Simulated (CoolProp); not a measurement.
Aqueous ethylene glycol as a coolant, 53 % by mass, freezing at -40.2 °C, 1 atm.

Computed with CoolProp (Melinder's fits for secondary coolants).

```csv
T (°C),conductivity (W/(m K)),cp (kJ/(kg K)),viscosity (mPa s),density (kg/m³)
-5,0.365,3.103,11.0,1081
0.9,0.368,3.138,8.38,1078
6.7,0.371,3.173,6.54,1076
12.6,0.375,3.207,5.20,1073
18.5,0.378,3.241,4.22,1069
24.3,0.381,3.273,3.50,1066
30.2,0.385,3.305,2.94,1063
36,0.388,3.336,2.51,1059
```
